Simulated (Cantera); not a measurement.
A closed system holds: 1 mol Si, 0.044 mol CO2, 38 mol CO, at 1 atm.

These are equilibrium values from Cantera (NASA tables, ideal gas, pure condensed phases), not measurements of a reactor. Candidate condensed phases: C, Si, SiC, SiO2; 20 gas species. The tables hold silica as quartz up to 1696 K and as liquid above; real silica turns to tridymite and cristobalite and melts near 1996 K. Kinetics and transport are ignored. All values below are at 977 °C.

Base state: CO 0.990, CO2 0.00957 (mole fractions); condensed: C(graphite) + SiO2(β-quartz).

Question: What changes in the equilibrium state with this change: 0.11 mol CH4 added?

Answer: 
```tsv
species	before	after
CO	0.990	0.984
CO2	0.00957	0.00945
H2	0	0.00603
H2O	0	9.05e-5
C(graphite), mol	2.30	2.41
SiO2(β-quartz), mol	1.00	1.00
```
Further candidate phases: C6H6, C7H8, C8H18, H2O.
